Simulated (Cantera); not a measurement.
An adiabatic, constant-volume homogeneous reactor starts with 10.9 % CH3OH, 18.7 % O2, 70.4 % N2, at 1375 K and 12.0 bar.

Detailed kinetics in Cantera: GRI-Mech 3.0 (53 species, 325 reactions). GRI-Mech 3.0 was tuned for natural gas; its chemistry of methanol as a main component is partial and can be far from experiment. The pressure lies above the range GRI-Mech 3.0 was tuned for (to about 10 atm). Above 3000 K some thermodynamic fits are extrapolated.

x: mole fraction; the columns are a selection and need not sum to one.

| t (s) | T (K) | P (bar) | x CH3OH | x O2 | x N2O | x C2H6 | x H2 | x C2H2 | x CH4 |
|---|---|---|---|---|---|---|---|---|---|
| 3.00e-6 | 1375 | 12.0 | 0.109 | 0.187 | 1.30e-11 | ___ | 4.74e-6 | <1e-12 | 1.20e-6 |
| 1.01e-5 | 1375 | 12.0 | 0.109 | 0.187 | 1.57e-10 | ___ | 1.86e-5 | <1e-12 | 5.76e-6 |
| 3.37e-5 | 1375 | 12.0 | 0.108 | 0.187 | 1.76e-9 | ___ | 0.000119 | <1e-12 | 1.86e-5 |
| 0.000113 | 3016 | 28.5 | <1e-12 | 0.0325 | 3.86e-6 | <1e-12 | 0.00892 | <1e-12 | <1e-12 |
| 0.000378 | 2993 | 28.3 | <1e-12 | 0.0270 | 4.17e-6 | <1e-12 | 0.00912 | <1e-12 | <1e-12 |
| 0.00127 | 2993 | 28.3 | <1e-12 | 0.0269 | 4.17e-6 | <1e-12 | 0.00912 | <1e-12 | <1e-12 |
| 0.00424 | 2993 | 28.3 | <1e-12 | 0.0269 | 4.17e-6 | <1e-12 | 0.00912 | <1e-12 | <1e-12 |
| 0.0142 | 2993 | 28.3 | <1e-12 | 0.0269 | 4.17e-6 | <1e-12 | 0.00912 | <1e-12 | <1e-12 |
| 0.0476 | 2993 | 28.3 | <1e-12 | 0.0269 | 4.17e-6 | <1e-12 | 0.00912 | <1e-12 | <1e-12 |
| 0.160 | 2993 | 28.3 | <1e-12 | 0.0269 | 4.17e-6 | <1e-12 | 0.00912 | <1e-12 | <1e-12 |
| 0.535 | 2993 | 28.3 | <1e-12 | 0.0269 | 4.17e-6 | <1e-12 | 0.00912 | <1e-12 | <1e-12 |
| 1.79 | 2993 | 28.3 | <1e-12 | 0.0269 | 4.17e-6 | <1e-12 | 0.00912 | <1e-12 | <1e-12 |
| 6.00 | 2993 | 28.3 | <1e-12 | 0.0269 | 4.17e-6 | <1e-12 | 0.00912 | <1e-12 | <1e-12 |

### Question
Fill in the missing entries.

### Answer

- 3.00e-6, x C2H6: 1.03e-9
- 1.01e-5, x C2H6: 6.30e-9
- 3.37e-5, x C2H6: 1.85e-8
